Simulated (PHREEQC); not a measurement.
0.33 g of hydrous ferric oxide (600 m²/g; 0.2 weak and 0.005 strong sites per Fe, Dzombak-Morel constants, diffuse double layer) in 1 kg of water with 0.01 mol/kgw of an inert sodium salt and 1.9e-05 mol/kgw Ag2SO4 and 0.00046 mol/kgw ZnSO4, at 25 °C; the pH is set by adding NaOH or the inert anion's acid. Oxygen is held at 0.21 atm. CO2 from the air is kept out. Nothing may precipitate in this run.

Base run: PHREEQC, ion-association model, wateq4f.dat. Each further column changes one thing. The table gives Zn sorbed (%).

```json
[
 {"pH": "4", "base": "0.1", "no electrostatic term (-no_edl)": "0.1", "background salt from 0.01 to 0.001 mol/kgw": "0.1", "oxide from 0.33 to 1.7 g/kgw": "0.2", "0.0012 mol/kgw CuSO4 added": "0.0"},
 {"pH": "5.5", "base": "4.8", "no electrostatic term (-no_edl)": "6.0", "background salt from 0.01 to 0.001 mol/kgw": "5.1", "oxide from 0.33 to 1.7 g/kgw": "20.8", "0.0012 mol/kgw CuSO4 added": "0.2"},
 {"pH": "6.5", "base": "33.8", "no electrostatic term (-no_edl)": "59.7", "background salt from 0.01 to 0.001 mol/kgw": "36.5", "oxide from 0.33 to 1.7 g/kgw": "77.9", "0.0012 mol/kgw CuSO4 added": "0.3"},
 {"pH": "8", "base": "80.5", "no electrostatic term (-no_edl)": "99.3", "background salt from 0.01 to 0.001 mol/kgw": "80.4", "oxide from 0.33 to 1.7 g/kgw": "99.9", "0.0012 mol/kgw CuSO4 added": "14.6"},
 {"pH": "9.5", "base": "78.5", "no electrostatic term (-no_edl)": "(withheld)", "background salt from 0.01 to 0.001 mol/kgw": "77.8", "oxide from 0.33 to 1.7 g/kgw": "100.0", "0.0012 mol/kgw CuSO4 added": "(withheld)"},
 {"pH": "10.5", "base": "73.6", "no electrostatic term (-no_edl)": "28.4", "background salt from 0.01 to 0.001 mol/kgw": "74.5", "oxide from 0.33 to 1.7 g/kgw": "100.0", "0.0012 mol/kgw CuSO4 added": "39.9"},
 {"pH": "12", "base": "50.3", "no electrostatic term (-no_edl)": "0.0", "background salt from 0.01 to 0.001 mol/kgw": "54.4", "oxide from 0.33 to 1.7 g/kgw": "(withheld)", "0.0012 mol/kgw CuSO4 added": "(withheld)"}
]
```

Task: What belongs in the gaps?

Result: 
- 9.5, no electrostatic term (-no_edl): 94.3
- 9.5, 0.0012 mol/kgw CuSO4 added: 43.5
- 12, oxide from 0.33 to 1.7 g/kgw: 98.6
- 12, 0.0012 mol/kgw CuSO4 added: 15.5

In at least one series the solution becomes supersaturated in solids that the run did not let form, among them Zn(OH)2-e, Zn4(OH)6SO4.  The database's constant for dissolved Cu(OH)2 is higher than later reviews accept.
